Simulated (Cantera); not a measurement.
Charge: 1 mol C₃H₈, 1 mol H₂O, 30 mol H₂, 0.21 mol NH₃, equilibrated at 0.300 bar.

Method: chemical equilibrium by Gibbs-energy minimisation in Cantera with the NASA 1993 tables (ideal gas, pure condensed phases). Candidate condensed phases: C, C₆H₆, C₇H₈, C₈H₁₈, H₂O; 136 gas species. Kinetics and transport are ignored.

### Question
What share of the C ends up in condensed phases as a function of T (K), at 650, 800, 950, 1100, 1250, 1400, 1550, 1700, 1850, 2000, 2150, 2300, 2450, 2600?

### Answer
| T (K) | C condensed (%) | as |
|---|---|---|
| 650 | 0.0 | - |
| 800 | 0.0 | - |
| 950 | 23.9 | C(graphite) |
| 1100 | 55.6 | C(graphite) |
| 1250 | 63.1 | C(graphite) |
| 1400 | 65.2 | C(graphite) |
| 1550 | 65.8 | C(graphite) |
| 1700 | 65.9 | C(graphite) |
| 1850 | 65.3 | C(graphite) |
| 2000 | 63.8 | C(graphite) |
| 2150 | 60.5 | C(graphite) |
| 2300 | 54.2 | C(graphite) |
| 2450 | 43.2 | C(graphite) |
| 2600 | 25.5 | C(graphite) |
